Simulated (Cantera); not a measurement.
Mixture: C₃H₈ : O₂ : N₂ = 1 : 7.69 : 28.9 (molar parts), equivalence ratio 0.65, at 500000 Pa, adiabatic and at constant pressure. Ignition delay is the time to a rise of 400 K.

Model: GRI-Mech 3.0 (53 species, 325 reactions), integrated in Cantera. GRI-Mech 3.0 was tuned for natural gas; its chemistry of propane as a main component is partial and can be far from experiment.

**Question.** What does this change do: pressure from 500000 Pa to 830000 Pa?

**Answer.** 
```json
[
 {"quantity": "delay at 1175 K", "before": "4.05 ms", "after": "2.83 ms"},
 {"quantity": "delay at 1325 K", "before": "0.284 ms", "after": "0.216 ms"},
 {"quantity": "delay at 1475 K", "before": "38.3 µs", "after": "29.2 µs"},
 {"quantity": "delay at 1625 K", "before": "9.82 µs", "after": "7.20 µs"},
 {"quantity": "delay at 1775 K", "before": "4.00 µs", "after": "2.81 µs"},
 {"quantity": "apparent activation energy between 1625 and 1775 K", "before": "140 kJ/mol", "after": "150 kJ/mol"}
]
```

**Question.** What does this change do: constant volume in place of constant pressure?

**Answer.** 
```json
[
 {"quantity": "delay at 1175 K", "before": "4.05 ms", "after": "3.88 ms"},
 {"quantity": "delay at 1325 K", "before": "0.284 ms", "after": "0.265 ms"},
 {"quantity": "delay at 1475 K", "before": "38.3 µs", "after": "34.9 µs"},
 {"quantity": "delay at 1625 K", "before": "9.82 µs", "after": "8.73 µs"},
 {"quantity": "delay at 1775 K", "before": "4.00 µs", "after": "3.49 µs"},
 {"quantity": "apparent activation energy between 1625 and 1775 K", "before": "140 kJ/mol", "after": "150 kJ/mol"}
]
```
